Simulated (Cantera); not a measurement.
# Equilibrium for silicon epitaxy and polysilicon growth: Si3H8 + Cl2 + N2

Charge: 1 mol Si3H8, a varied amount of Cl2, 3.8 mol N2, equilibrated at 1700 K and 0.130 bar.

Equilibrium computed with Cantera from the NASA thermochemical tables; the gas is ideal and each condensed phase is pure. Candidate condensed phases: NH4Cl, Si, Si3N4; 28 gas species. The feed counts by its element totals alone. The tables' values for SiCl3 are old estimates; treat these amounts as uncertain. Kinetics and transport are ignored.

| n(Cl2) (mol) | x H2 | x N2 | x HCl | x SiCl2 | x SiCl3 | n Si3N4(s) |
|---|---|---|---|---|---|---|
| 0.014 | 0.685 | 0.310 | 0.00479 | 1.37e-5 | 2.30e-8 | 1.000 |
| 0.02 | 0.684 | 0.309 | 0.00681 | 2.79e-5 | 6.67e-8 | 1.000 |
| 0.03 | 0.681 | 0.309 | 0.0102 | 6.23e-5 | 2.23e-7 | 1.000 |
| 0.046 | 0.676 | 0.308 | 0.0154 | 0.000145 | 7.90e-7 | 1.000 |
| 0.068 | 0.670 | 0.307 | 0.0225 | 0.000313 | 2.50e-6 | 0.999 |
| 0.1 | 0.661 | 0.305 | 0.0325 | 0.000662 | 7.68e-6 | 0.999 |
| 0.15 | 0.648 | 0.303 | 0.0474 | 0.00144 | 2.46e-5 | 0.997 |
| 0.23 | 0.627 | 0.300 | 0.0694 | 0.00321 | 8.17e-5 | 0.993 |
| 0.34 | 0.600 | 0.296 | 0.0963 | 0.00653 | 0.000235 | 0.986 |
| 0.51 | 0.562 | 0.292 | 0.131 | 0.0131 | 0.000667 | 0.970 |
| 0.76 | 0.513 | 0.288 | 0.172 | 0.0247 | 0.00172 | 0.940 |
x: gas mole fraction; n: condensed amount in mol.

From 0.014 mol Cl2 to 0.76 mol Cl2 the condensed part is Si3N4(s). The main Si-bearing gas is SiCl2 throughout.
